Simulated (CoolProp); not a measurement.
Vapour-liquid equilibrium of n-hexane (1) + toluene (2) at 460.4 K; x and y are mole fractions of (1).

Values from CoolProp's multi-fluid Helmholtz-energy mixture model, Thol 2019 and Lemmon 2006; pair parameters Bell 2016.

Problem. Give the bubble pressure and the first vapour's composition at x = 0.15, 0.25, 0.75. Is there an azeotrope?

Solution. x = 0.15: 0.7589 MPa, y = 0.299; x = 0.25: 0.8559 MPa, y = 0.430; x = 0.75: 1.271 MPa, y = 0.836. No azeotrope shows between x = 0.05 and 0.95.

The pair parameters rest on a limited set of measurements; away from them the model extrapolates.
